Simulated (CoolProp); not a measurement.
A simple Rankine cycle with n-perfluorobutane: condensing at 321.15 K, boiler at 1.53 MPa, turbine inlet 449 K, turbine efficiency 0.9, pump efficiency 0.7, no recuperator. Each further row changes one setting.

The numbers come from the reference Helmholtz-energy equation of state, Gao 2022 in CoolProp.

| case | thermal efficiency (%) | net work (kJ/kg) | heat in (kJ/kg) | turbine exit temperature (K) | volume ratio over the turbine |
|---|---|---|---|---|---|
| as stated | 6.3 | 12.4 | 195 | 429.6 | 3.04 |
| condensing temperature 313.15 K | 7.4 | 15.2 | 205 | 426.1 | 3.81 |
| boiler pressure 1.07 MPa | 4.4 | 8.64 | 199 | 436.7 | 2.07 |
| turbine efficiency 0.8 | 5.6 | 10.9 | 195 | 431.2 | 3.06 |
